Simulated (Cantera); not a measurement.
A perfectly stirred reactor is fed with N2O = 0.19 (molar parts), at 100.0 Torr; it is held at 1023 K, and followed from long to short residence time.

Detailed kinetics in Cantera: GRI-Mech 3.0 (53 species, 325 reactions). GRI-Mech 3.0 was tuned for natural gas; its chemistry of N2O as a main component is partial and can be far from experiment. The mechanism lacks the step 2 NO + O2 → 2 NO2, which can matter for NO2 below about 1400 K. The temperature is held fixed by assumption; the heat of reaction is taken as removed at once.

x: mole fraction; the columns are a selection and need not sum to one.

| τ (s) | x N2O | x NO | x O | x O2 | x N2 |
|---|---|---|---|---|---|
| 27 | 0.940 | … | 6.93e-8 | 0.0190 | 0.0389 |
| 7.9 | 0.982 | … | 6.96e-8 | 0.00581 | 0.0119 |
| 2.3 | 0.995 | … | 6.96e-8 | 0.00171 | 0.00351 |
| 0.65 | 0.998 | … | 6.96e-8 | 0.000486 | 0.000996 |
| 0.19 | 1.000 | … | 6.96e-8 | 0.000142 | 0.000292 |
| 0.054 | 1.000 | … | 6.95e-8 | 4.04e-5 | 8.28e-5 |
| 0.016 | 1.000 | … | 6.93e-8 | 1.19e-5 | 2.45e-5 |
| 0.0045 | 1.000 | … | 6.83e-8 | 3.31e-6 | 6.84e-6 |
| 0.0013 | 1.000 | … | 6.52e-8 | 9.12e-7 | 1.93e-6 |
| 0.00038 | 1.000 | … | 5.65e-8 | 2.31e-7 | 5.30e-7 |
| 0.00011 | 1.00 | … | 3.86e-8 | 4.57e-8 | 1.32e-7 |

### Question
Fill in the missing entries.

### Answer

- 27, x NO: 0.00181
- 7.9, x NO: 0.000555
- 2.3, x NO: 0.000164
- 0.65, x NO: 4.65e-5
- 0.19, x NO: 1.36e-5
- 0.054, x NO: 3.87e-6
- 0.016, x NO: 1.14e-6
- 0.0045, x NO: 3.17e-7
- 0.0013, x NO: 8.73e-8
- 0.00038, x NO: 2.21e-8
- 0.00011, x NO: 4.37e-9
